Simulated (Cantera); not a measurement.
An isothermal, constant-pressure homogeneous reactor starts with NH3 : N2 = 1 : 11 (molar parts), at 2350 K and 90.0 Torr. Integrator tolerance rtol = 1e-08.

Model: the gas-phase N/H chemistry of the illustrative SiF4/NH3 mechanism in the Surface Chemkin manual (1991), integrated in Cantera. Walls and surfaces, which speed up NH3 decomposition in real reactors, are not modelled.

| quantity | before | after |
|---|---|---|
| x(NH3) at 2.00 s | 4.97e-8 (gas-phase equilibrium 4.97e-8) | 0.0155 (gas-phase equilibrium 1.15e-7) |
| x(N2) at 2.00 s | 0.879 (gas-phase equilibrium 0.879) | 0.891 (gas-phase equilibrium 0.884) |
| x(H2) at 2.00 s | 0.109 (gas-phase equilibrium 0.109) | 0.0938 (gas-phase equilibrium 0.115) |
| x(H) at 2.00 s | 0.0119 (gas-phase equilibrium 0.0119) | 0.000101 (gas-phase equilibrium 0.000531) |
| x(NH2) at 2.00 s | 1.75e-8 (gas-phase equilibrium 1.75e-8) | 4.55e-5 (gas-phase equilibrium 1.46e-9) |

**Question.** What was changed between the two runs?
A) temperature 2350 to 1248 K
B) temperature 2350 to 1850 K
C) pressure from 90.0 Torr to 15.0 Torr
D) temperature 2350 to 1323 K

**Answer.** B, temperature 2350 to 1850 K
